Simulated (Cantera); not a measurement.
Feed: 1 mol NaCl, 11 mol N2, equilibrated at 1250 K and 0.0255 Torr.

Equilibrium computed with Cantera from the NASA thermochemical tables; the gas is ideal and each condensed phase is pure. Candidate condensed phases: Na, NaCl; 8 gas species. Kinetics and transport are ignored.

Base state: N2 0.917, NaCl 0.0833, Na 3.68e-5, Cl 3.68e-5, Na2Cl2 1.30e-5 (mole fractions); condensed: gas only.

Question: What changes in the equilibrium state with this change: pressure from 0.0255 Torr to 750 Torr?

Answer: 
```
species        before    after
------------  -------  -------
N2              0.917    0.991
NaCl           0.0833  0.00653
Na2Cl2        1.30e-5  0.00236
Cl            3.68e-5  6.01e-8
Na            3.68e-5  6.02e-8
NaCl(l), mol        0    0.875
```

Question: What changes in the equilibrium state with this change: temperature from 1250 K to 2248 K?

Answer: 
```
species   before    after
-------  -------  -------
N2         0.917    0.851
Na       3.68e-5   0.0716
Cl       3.68e-5   0.0716
NaCl      0.0833  0.00576
Na2Cl2   1.30e-5    <1e-9
```
